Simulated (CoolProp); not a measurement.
The numbers come from the reference Helmholtz-energy equation of state, Lemmon 2004 in CoolProp. It is a short technical equation, of lower accuracy than the large ones.

Problem. Give the vapour pressure (kPa), liquid density (kg/m³), enthalpy of vaporisation (kJ/kg), surface tension (mN/m) of saturated n-dodecane at 394.5 K.

Solution. 
```
T (K)  p (kPa)  liquid density (kg/m³)  enthalpy of vaporisation (kJ/kg)  surface tension (mN/m)
-----  -------  ----------------------  --------------------------------  ----------------------
394.5     5.20                     674                               309                    16.8
```

Surface tension comes from a separate correlation (Mulero 2012).
